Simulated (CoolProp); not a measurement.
Properties of R407C along the isotherm 103.05 °C.

Model: reference Helmholtz-energy equation of state, Lemmon 2003, in CoolProp. It is a pseudo-pure fit of the blend.

| p (MPa) | phase | density (kg/m³) |
|---|---|---|
| 0.00732 | gas | 0.2018 |
| 0.0114 | gas | 0.3144 |
| 0.0178 | gas | 0.4911 |
| 0.0276 | gas | 0.7621 |
| 0.043 | gas | 1.189 |
| 0.067 | gas | 1.855 |
| 0.104 | gas | 2.886 |
| 0.163 | gas | 4.542 |
| 0.253 | gas | 7.094 |
| 0.394 | gas | 11.16 |
| 0.613 | gas | 17.64 |
| 0.955 | gas | 28.20 |
| 1.49 | gas | 45.96 |
| 2.32 | gas | 77.28 |
